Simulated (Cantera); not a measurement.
Feed: 1 mol CsCl, 46 mol N2, equilibrated at 877 °C and 0.0100 bar.

Method: chemical equilibrium by Gibbs-energy minimisation in Cantera with the NASA 1993 tables (ideal gas, pure condensed phases). Candidate condensed phases: Cs, CsCl; 8 gas species. Kinetics and transport are ignored.

Base state: N2 0.979, CsCl 0.0209, Cs2Cl2 0.000202 (mole fractions); condensed: gas only.

**Question.** What changes in the equilibrium state with this change: N2 from 46 to 0.43 mol?

**Answer.** 
| species | before | after |
|---|---|---|
| CsCl | 0.0209 | 0.530 |
| N2 | 0.979 | 0.340 |
| Cs2Cl2 | 0.000202 | 0.130 |

**Question.** What changes in the equilibrium state with this change: CsCl replaced by BaF2?

**Answer.** 
```json
[
 {"species": "N2", "before": "0.979", "after": "1.00"},
 {"species": "CsCl", "before": "0.0209", "after": "0"},
 {"species": "Cs2Cl2", "before": "0.000202", "after": "0"},
 {"species": "BaF2(s), mol", "before": "0", "after": "1.000"}
]
```
Further candidate phases: Ba, BaF2.
